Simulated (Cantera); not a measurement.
Input: 1 mol TiCl₄, 5.8 mol H₂O, equilibrated at 1925 K and 0.710 bar.

Cantera equilibrium calculation (NASA polynomials, part measured and part estimated; ideal gas, pure solids and liquids). Candidate condensed phases: H₂O, Ti, TiCl₂, TiCl₃, TiCl₄, TiO, TiO₂, Ti₂O₃, Ti₃O₅, Ti₄O₇; 23 gas species. Gases not in the tables: TiO(OH)₂. Rates play no part.

Base state: HCl 0.504, H₂O 0.484, Cl 0.00642, H₂ 0.00448, OH 0.000708, O₂ 0.000420, Cl₂ 9.77e-5, H 7.60e-5 (mole fractions); condensed: TiO₂(rutile).

Task: What changes in the equilibrium state with this change: TiCl₄ replaced by Ti?

Result: 
```json
[
 {"species": "H₂O", "before": "0.484", "after": "0.655"},
 {"species": "H₂", "before": "0.00448", "after": "0.344"},
 {"species": "H", "before": "7.60e-5", "after": "0.000666"},
 {"species": "HCl", "before": "0.504", "after": "0"},
 {"species": "Cl", "before": "0.00642", "after": "0"},
 {"species": "Cl₂", "before": "9.77e-5", "after": "0"},
 {"species": "O₂", "before": "0.000420", "after": "1.31e-7"},
 {"species": "TiO₂(rutile), mol", "before": "1.000", "after": "1.00"}
]
```
